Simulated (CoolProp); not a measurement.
A single-stage vapour-compression cycle with R1336mzz(E): evaporating at 316.15 K (dew point), condensing at 383.15 K (bubble point), superheat 0 K, subcooling 8 K, compressor efficiency 0.75, no pressure losses. Each further row changes one setting.

Values from CoolProp's reference Helmholtz-energy equation of state, Akasaka 2023.

| case | cooling COP | pressure ratio | discharge temperature (K) | refrigerating effect (kJ/kg) | volumetric capacity (kJ/m³) |
|---|---|---|---|---|---|
| as stated | 1.94 | 5.29 | 383.1 | 54.3 | 1340 |
| evaporating temperature 321.15 K | 2.26 | 4.55 | 383.1 | 57.6 | 1650 |
| condensing temperature 378.15 K | 2.31 | 4.77 | 378.1 | 61.5 | 1520 |
| subcooling 13 K | 2.20 | 5.29 | 383.1 | 61.8 | 1530 |
| superheat 10 K | 2.08 | 5.29 | 387.1 | 63.3 | 1490 |
| compressor efficiency 0.65 | 1.68 | 5.29 | 383.1 | 54.3 | 1340 |

The compression ends wet for: as stated; evaporating temperature 321.15 K; condensing temperature 378.15 K; subcooling 13 K; compressor efficiency 0.65.
